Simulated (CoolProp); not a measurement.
Carbon dioxide along the isotherm 253.4 K: density (kg/m³) from the reference equation and from simpler models built on Tc = 304.1 K, pc = 7.377 MPa, ω = 0.224; each cubic takes its own stable root.

Computed with CoolProp (reference Helmholtz-energy equation of state, Span 1996).

```json
[
 {"p (MPa)": "0.0583", "phase": "gas", "reference": "1.224"},
 {"p (MPa)": "0.133", "phase": "gas", "reference": "2.810"},
 {"p (MPa)": "0.302", "phase": "gas", "reference": "6.478"},
 {"p (MPa)": "0.687", "phase": "gas", "reference": "15.29"},
 {"p (MPa)": "1.56", "phase": "gas", "reference": "38.43"},
 {"p (MPa)": "3.56", "phase": "liquid", "reference": "1038"},
 {"p (MPa)": "8.1", "phase": "liquid", "reference": "1056"},
 {"p (MPa)": "18.4", "phase": "liquid", "reference": "1089"}
]
```

Question: How far does each simpler model (van der Waals, Peng-Robinson) lie from the reference over these 8 states: mean and median of the absolute difference, and the worst?

Answer: 
- van der Waals: mean 14.6 %, median 3.4 %, worst -38.8 % at 253.4 K and 3.56 MPa
- Peng-Robinson: mean 1.3 %, median 0.2 %, worst +4.4 % at 253.4 K and 18.4 MPa
